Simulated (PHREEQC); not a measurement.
Consider water at 25 °C with 15 mmol/kgw HCl and 0.27 mmol/kgw FeCl3. Closed to the air; pH follows from the charge balance.

Computed with PHREEQC (ion-association model, phreeqc.dat).

Each row changes one thing in this solution. This is a speciation only: nothing precipitates in the calculation.

```csv
case,pH,Fe+3 (mol/kgw),FeOH+2 (mol/kgw),FeCl+2 (mol/kgw),FeCl2+ (mol/kgw),Fe(OH)2+ (mol/kgw),SI of Goethite (FeOOH),SI of Hematite (Fe2O3)
as made,1.87,0.000172,5.06e-5,4.43e-5,1.89e-6,8.54e-7,+2.42,+6.84
temperature from 25 to 85 °C,1.87,3.35e-5,0.000177,3.92e-5,3.23e-7,1.90e-5,+3.44,+9.12
diluted 2-fold with water,2.16,7.46e-5,4.72e-5,1.10e-5,2.67e-7,1.70e-6,+3.02,?
FeCl3 from 0.00027 to 0.000297 mol/kgw,1.87,0.000189,5.56e-5,4.88e-5,2.09e-6,9.36e-7,+2.46,+6.92
HCl from 0.015 to 0.0165 mol/kgw,1.83,?,4.59e-5,4.79e-5,2.19e-6,6.97e-7,+2.29,+6.58
```

Task: Some entries are withheld; supply them.

Result: 
- diluted 2-fold with water, SI of Hematite (Fe2O3): +8.05
- HCl from 0.015 to 0.0165 mol/kgw, Fe+3 (mol/kgw): 0.000173

Complexes and solids missing from the database can't appear. Some of these states are supersaturated (in Hematite (slow to form), Goethite (slow to form), for instance). Away from 25 °C the constants follow the database's enthalpies or fits; those with neither stay at their 25 °C values.
